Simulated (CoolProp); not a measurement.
R143a at several states: fugacity coefficient from the reference equation and from simpler models built on Tc = 345.9 K, pc = 3.762 MPa, ω = 0.261; each cubic takes its own stable root.

Model: reference Helmholtz-energy equation of state, Lemmon and Jacobsen 2000, in CoolProp.

```tsv
T (K)	p (MPa)	phase	reference	van der Waals	Soave-Redlich-Kwong	Peng-Robinson
300.7	0.0227	gas	0.9963	0.9975	0.9968	0.9965
361.3	0.514	gas	[?]	0.9637	[?]	[?]
373.4	1.13	gas	0.9167	0.9266	[?]	[?]
300.5	5.09	liquid	[?]	0.3791	[?]	[?]
```

Question: Fill in the missing entries.

Answer: 
- 361.3, reference: 0.9569
- 361.3, Soave-Redlich-Kwong: 0.9602
- 361.3, Peng-Robinson: 0.9554
- 373.4, Soave-Redlich-Kwong: 0.9228
- 373.4, Peng-Robinson: 0.9132
- 300.5, reference: 0.2376
- 300.5, Soave-Redlich-Kwong: 0.2550
- 300.5, Peng-Robinson: 0.2442
